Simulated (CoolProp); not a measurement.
The numbers come from the reference Helmholtz-energy equation of state, Thol 2018 in CoolProp.

Problem. Give the vapour pressure (MPa), liquid density (kg/m³), vapour density (kg/m³), enthalpy of vaporisation (kJ/kg) of saturated hydrogen chloride at -31.15, -16.05 °C.

Solution. 
| T (°C) | p (MPa) | liquid density (kg/m³) | vapour density (kg/m³) | enthalpy of vaporisation (kJ/kg) |
|---|---|---|---|---|
| -31.15 | 1.04 | 1040 | 21.8 | 373 |
| -16.05 | 1.66 | 987 | 34.9 | 346 |
